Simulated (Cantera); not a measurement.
Cantera run:

```python
import numpy as np
import cantera as ct

gas_names = """
    B BH BH2 BH3 BO BO2 B2 B2O B2O2 B2O3 B3O3H3 H HBO HBO2 HO2 H2 H2O H2O2 H3B3O6 O OH O2 O3
""".split()
cond_names = """
    B(b) B(L) B2O3(L) B3O3H3(cr) H2O(s) H2O(L)
""".split()


def load(file, names, dense=False):
    # The tables refer to 1 bar. Condensed volumes are neglected.
    table = {s.name: s for s in ct.Species.list_from_file(file)}
    out = []
    for n in names:
        d = dict(table[n].input_data)
        d["thermo"] = dict(d["thermo"], **{"reference-pressure": 1e5})
        if dense:
            d["equation-of-state"] = {"model": "constant-volume", "density": "1e6 g/cm^3"}
        out.append(ct.Species.from_dict(d))
    return out


gas = ct.Solution(thermo="ideal-gas", species=load("nasa_gas.yaml", gas_names))
cond = {s.name: ct.Solution(thermo="fixed-stoichiometry", species=[s], name=s.name)
        for s in load("nasa_condensed.yaml", cond_names, dense=True)}
atoms = {
    'B2O3': {'B': 2, 'O': 3},
    'H2O': {'H': 2, 'O': 1},
    'H2': {'H': 2},
}
top_T = {}  # K; cautious upper limits of use, not melting points


def equilibrate(T, P, feed):
    n = {}
    for name, mol in feed.items():
        for a, k in atoms[name].items():
            n[a] = n.get(a, 0.0) + k * mol
    gas.TPX = T, P, n
    mass = sum(n.values()) * gas.mean_molecular_weight
    gas.equilibrate("TP")
    valid = [c for c in cond.values() if c.min_temp <= T <= top_T.get(c.name, c.max_temp)]
    mix = ct.Mixture([(gas, mass / gas.mean_molecular_weight)] + [(c, 0.0) for c in valid])
    mix.T, mix.P = T, P
    mix.equilibrate("TP", solver="vcs", rtol=1e-11, max_steps=5000)
    return mix


results = []
feed = {'B2O3': 1, 'H2O': 0.16, 'H2': 9.1}  # mol
P = 97  # Pa
for T in [1348, 1498, 1648, 1798, 1948, 2098, 2248]:
    mix = equilibrate(T, P, feed)
    results.append((T, P, feed, dict(zip(mix.species_names, mix.species_moles))))

top = {s: max(r[3][s] / sum(r[3][g] for g in gas_names) for r in results) for s in gas_names}
cols = sorted((s for s in top if top[s] > 1e-05), key=lambda s: -top[s])[:8]
seen = [c for c in cond_names if any(r[3].get(c, 0) > 1e-12 for r in results)]
print("log10 of partial pressures in bar; condensed amounts in mol")
print(f"{'T/K':>10s}" + "".join(f"{s[:9]:>10s}" for s in cols + seen))
for T, P, feed, n in results:
    ng = sum(n[g] for g in gas_names)
    print(f"{T:10.4g}" + "".join(f"{np.log10(max(n[s] / ng * P / 1e5, 1e-99)):10.3f}" for s in cols)
          + "".join(f"{n.get(c, 0):10.4g}" for c in seen))
```

Result:

```
log10 of partial pressures in bar; condensed amounts in mol
       T/K        H2         H      HBO2        BO      B2O3       HBO       H2O      B2O2   B2O3(L)
      1348    -3.025    -7.148    -4.798    -9.090    -6.175    -6.488    -5.055    -8.878    0.9153
      1498    -3.045    -6.287    -4.442    -6.942    -4.681    -5.117    -5.638    -6.315    0.5677
      1648    -3.079    -5.590    -4.283    -5.868    -4.262    -4.686    -5.576    -5.579         0
      1798    -3.087    -4.997    -4.253    -5.269    -4.318    -4.611    -5.323    -5.554         0
      1948    -3.104    -4.499    -4.231    -4.804    -4.402    -4.592    -5.079    -5.611         0
      2098    -3.139    -4.082    -4.232    -4.464    -4.540    -4.645    -4.842    -5.776         0
      2248    -3.210    -3.739    -4.287    -4.239    -4.760    -4.778    -4.642    -6.054         0
```

Cantera equilibrium calculation (NASA polynomials, part measured and part estimated; ideal gas, pure solids and liquids).
